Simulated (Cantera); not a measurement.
Thermodynamics of tantalum, niobium, vanadium and zirconium in process gases, feed Zr + H2O

Charge: 1 mol Zr, 2.5 mol H2O, at 2.30e-5 bar.

These are equilibrium values from Cantera (NASA tables, ideal gas, pure condensed phases), not measurements of a reactor. Candidate condensed phases: H2O, Zr, ZrO2; 12 gas species. Kinetics and transport are ignored.

From 1800 K to 2600 K the condensed part is ZrO2(tetragonal). At 2700 K nothing is condensed.

```
T (K)     x H     x H2     x H2O       x O     x ZrO    x ZrO2     x OH  n ZrO2(tetragonal)
-----  ------  -------  --------  --------  --------  --------  -------  ------------------
1800   0.0643    0.742     0.192   7.38e-5  2.22e-11   8.06e-9  0.00110                1.00
1900    0.136    0.678     0.182  0.000455  5.13e-10   1.24e-7  0.00301                1.00
2000    0.256    0.571     0.163   0.00239   8.43e-9   1.44e-6  0.00730               1.000
2100    0.423    0.424     0.126    0.0106   1.07e-7   1.32e-5   0.0149               1.000
2200    0.607    0.267    0.0673    0.0338   1.31e-6   9.87e-5   0.0214               1.000
2300    0.754    0.140    0.0200    0.0641   1.95e-5  0.000616   0.0174               0.997
2400    0.836   0.0636   0.00382    0.0813  0.000327   0.00329  0.00923               0.982
2500    0.857   0.0267  0.000642    0.0899   0.00492    0.0153  0.00426               0.890
2600    0.754  0.00888  0.000113     0.122    0.0484    0.0631  0.00222               0.280
2700    0.696  0.00345   2.38e-5     0.158    0.0898    0.0510  0.00123                   0
```
x: gas mole fraction; n: condensed amount in mol.
